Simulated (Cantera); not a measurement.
## Thermodynamics of nitride etching, feed BN + Cl2 + N2

Input: 1 mol BN, 35 mol Cl2, 3.5 mol N2, held at 1173 K and 1.33 mbar.

Method: chemical equilibrium by Gibbs-energy minimisation in Cantera with the NASA 1993 tables (ideal gas, pure condensed phases). Candidate condensed phases: B, BN; 10 gas species. Rates play no part.

| Item | Result |
|---|---|
| x(Cl2) | 0.790 |
| x(N2) | 0.0994 |
| x(Cl) | 0.0862 |
| x(BCl3) | 0.0249 |
| gas amount | 40.23 mol |
| log10 activity of B(s) (absent) | -15.32 |
